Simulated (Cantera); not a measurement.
A closed system holds: 1 mol CuO, 9.7 mol F2, equilibrated at 0.230 bar.

These are equilibrium values from Cantera (NASA tables, ideal gas, pure condensed phases), not measurements of a reactor. Candidate condensed phases: Cu, CuF2, CuO, Cu2O; 13 gas species. The numbers say what is thermodynamically allowed, not how fast it happens.

Question: At 1125 K, list the 5 most abundant gas species with their mole fractions, and the condensed phases.

Answer: F2 0.514, F 0.442, O2 0.0422, CuF2 0.00137, FO2 1.35e-5. Condensed: CuF2(l).
